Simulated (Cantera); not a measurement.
An isothermal, constant-pressure homogeneous reactor starts with 0.805 % CH3OH, 2.23 % O2, 97.0 % N2, at 1125 K and 140000 Pa.

Detailed kinetics in Cantera: GRI-Mech 3.0 (53 species, 325 reactions). GRI-Mech 3.0 was tuned for natural gas; its chemistry of methanol as a main component is partial and can be far from experiment.

x: mole fraction; the columns are a selection and need not sum to one.

| t (s) | x CH3OH | x O2 | x NO2 | x CH2CO | x N2O | x C2H2 | x CO |
|---|---|---|---|---|---|---|---|
| 9.00e-5 | 0.00805 | 0.0223 | <1e-12 | <1e-12 | <1e-12 | <1e-12 | 7.70e-10 |
| 0.000506 | 0.00805 | 0.0223 | <1e-12 | <1e-12 | <1e-12 | <1e-12 | 4.35e-9 |
| 0.00285 | 0.00805 | 0.0223 | <1e-12 | <1e-12 | 1.40e-12 | <1e-12 | 2.48e-8 |
| 0.0160 | 0.00804 | 0.0223 | <1e-12 | <1e-12 | 4.75e-11 | <1e-12 | 1.64e-7 |
| 0.0900 | <1e-12 | 0.0110 | 1.35e-9 | <1e-12 | … | <1e-12 | 0.00154 |
| 0.506 | <1e-12 | 0.0102 | 5.15e-9 | <1e-12 | … | <1e-12 | 3.70e-6 |
| 2.85 | <1e-12 | 0.0102 | 6.06e-10 | <1e-12 | … | <1e-12 | 1.78e-8 |
| 16.0 | <1e-12 | 0.0102 | 4.50e-10 | <1e-12 | … | <1e-12 | 2.44e-10 |
| 90.0 | <1e-12 | 0.0102 | 5.13e-10 | <1e-12 | … | <1e-12 | 1.79e-10 |

Q: Complete the blanks.

A: 
- 0.0900, x N2O: 2.57e-7
- 0.506, x N2O: 3.89e-7
- 2.85, x N2O: 3.17e-7
- 16.0, x N2O: 9.52e-8
- 90.0, x N2O: 2.61e-9
